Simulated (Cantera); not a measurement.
Charge: 1 mol SO₂, 2 mol O₂, held at 1777 °C and 27.8 Torr.

These are equilibrium values from Cantera (NASA tables, ideal gas, pure condensed phases), not measurements of a reactor. Candidate condensed phases: S; 10 gas species. Kinetics and transport are ignored.

Base state: O₂ 0.663, SO₂ 0.332, O 0.00412, SO 0.000490, SO₃ 0.000255 (mole fractions); condensed: gas only.

Question: What changes in the equilibrium state with this change: temperature from 1777 °C to 2375 °C?

Answer: 
```json
[
 {"species": "O₂", "before": "0.663", "after": "0.576"},
 {"species": "SO₂", "before": "0.332", "after": "0.285"},
 {"species": "O", "before": "0.00412", "after": "0.114"},
 {"species": "SO", "before": "0.000490", "after": "0.0245"},
 {"species": "S", "before": "2.34e-7", "after": "0.000496"},
 {"species": "SO₃", "before": "0.000255", "after": "6.01e-5"}
]
```
